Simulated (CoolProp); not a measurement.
Carbonyl sulfide at several states: density (kg/m³) from the reference equation and from simpler models built on Tc = 105.6 °C, pc = 63.69 bar, ω = 0.098; each cubic takes its own stable root.

Values from CoolProp's reference Helmholtz-energy equation of state, Lemmon 2006. It is a short technical equation, of lower accuracy than the large ones.

| T (°C) | p (bar) | phase | reference | ideal gas | van der Waals | Redlich-Kwong | Peng-Robinson |
|---|---|---|---|---|---|---|---|
| 326.25 | 264 | supercritical | 377.1 | ___ | 390.6 | ___ | 375.7 |
| 254.95 | 77.5 | supercritical | ___ | 106.0 | ___ | ___ | ___ |
| 307.75 | 15.6 | gas | 19.79 | 19.40 | 19.88 | 19.84 | 19.87 |

Task: Fill in the missing entries.

Result: 
- 326.25, ideal gas: 318.2
- 326.25, Redlich-Kwong: 377.6
- 254.95, reference: 123.0
- 254.95, van der Waals: 127.2
- 254.95, Redlich-Kwong: 124.3
- 254.95, Peng-Robinson: 125.2
